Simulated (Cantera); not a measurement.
**Adiabatic ignition**

An adiabatic, constant-volume homogeneous reactor starts with 7.04 % CO, 4.72 % H2, 9.86 % CH4, 16.0 % O2, 62.4 % N2, equivalence ratio 1.6, at 1375 K and 0.987 atm.

Model: GRI-Mech 3.0 (53 species, 325 reactions), integrated in Cantera.

| t (s) | T (K) | P (bar) | x CO | x H2 | x CH4 | x CH2 | x HO2 | x H | x NO2 |
|---|---|---|---|---|---|---|---|---|---|
| 6.00e-6 | 1375 | 1.000 | 0.0704 | 0.0472 | 0.0986 | <1e-12 | 1.27e-7 | 1.64e-8 | <1e-12 |
| 1.35e-5 | 1375 | 1.000 | 0.0704 | 0.0472 | 0.0986 | <1e-12 | 2.69e-7 | 2.85e-8 | <1e-12 |
| 3.03e-5 | 1375 | 1.000 | 0.0704 | 0.0472 | 0.0986 | <1e-12 | 5.32e-7 | 6.79e-8 | <1e-12 |
| 6.80e-5 | 1375 | 1.00 | 0.0704 | 0.0472 | 0.0986 | 8.60e-12 | 9.92e-7 | 2.63e-7 | <1e-12 |
| 0.000153 | 1375 | 1.00 | 0.0704 | 0.0471 | 0.0985 | 7.42e-10 | 2.72e-6 | 2.47e-6 | <1e-12 |
| 0.000343 | 1389 | 1.01 | 0.0705 | 0.0466 | 0.0962 | 2.07e-8 | 1.65e-5 | 1.38e-5 | <1e-12 |
| 0.000771 | 2805 | 2.17 | 0.120 | 0.0653 | <1e-12 | 1.24e-12 | 1.90e-6 | 0.0230 | 2.85e-8 |
| 0.00173 | 2867 | 2.21 | 0.121 | 0.0662 | <1e-12 | 2.31e-12 | 1.40e-6 | 0.0179 | 2.67e-7 |
| 0.00389 | 2866 | 2.21 | 0.121 | 0.0663 | <1e-12 | 2.31e-12 | 1.39e-6 | 0.0179 | 2.86e-7 |
| 0.00874 | 2866 | 2.21 | 0.121 | 0.0663 | <1e-12 | 2.31e-12 | 1.39e-6 | 0.0179 | 2.86e-7 |
| 0.0196 | 2866 | 2.21 | 0.121 | 0.0663 | <1e-12 | 2.31e-12 | 1.39e-6 | 0.0179 | 2.86e-7 |
| 0.0441 | 2866 | 2.21 | 0.121 | 0.0663 | <1e-12 | 2.31e-12 | 1.39e-6 | 0.0179 | 2.86e-7 |
| 0.0991 | 2866 | 2.21 | 0.121 | 0.0663 | <1e-12 | 2.31e-12 | 1.39e-6 | 0.0179 | 2.86e-7 |
| 0.223 | 2866 | 2.21 | 0.121 | 0.0663 | <1e-12 | 2.31e-12 | 1.39e-6 | 0.0179 | 2.86e-7 |
| 0.500 | 2866 | 2.21 | 0.121 | 0.0663 | <1e-12 | 2.31e-12 | 1.39e-6 | 0.0179 | 2.86e-7 |
x: mole fraction; the columns are a selection and need not sum to one.

```json
{
 "time_of_steepest_temperature_rise": "0.729 ms",
 "temperature at 0.500 s": "2866 K",
 "equilibrium_temperature": "2866 K",
 "x(CO) at 0.500 s": "0.121 (gas-phase equilibrium 0.121)",
 "x(H2) at 0.500 s": "0.0663 (gas-phase equilibrium 0.0663)",
 "x(CH4) at 0.500 s": "<1e-12 (gas-phase equilibrium 1.14e-12)"
}
```
